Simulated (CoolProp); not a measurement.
A simple Rankine cycle with R245fa: condensing at 305.15 K, boiler at 1.34 MPa, turbine inlet 390.6 K, turbine efficiency 0.75, pump efficiency 0.8, no recuperator. Each further row changes one setting.

Computed with CoolProp (reference Helmholtz-energy equation of state, Akasaka 2015).

| case | thermal efficiency (%) | net work (kJ/kg) | heat in (kJ/kg) | turbine exit temperature (K) | volume ratio over the turbine |
|---|---|---|---|---|---|
| as stated | 11.1 | 28.1 | 253 | 344.7 | 7.49 |
| turbine inlet 410.6 K | 11.0 | 30.6 | 277 | 366.6 | 7.24 |
| condensing temperature 297.15 K | 12.3 | 32.3 | 263 | 339.4 | 9.94 |
| boiler pressure 0.938 MPa | 9.4 | 24.4 | 260 | 355.9 | 4.98 |
| turbine efficiency 0.65 | 9.6 | 24.2 | 253 | 348.7 | 7.60 |
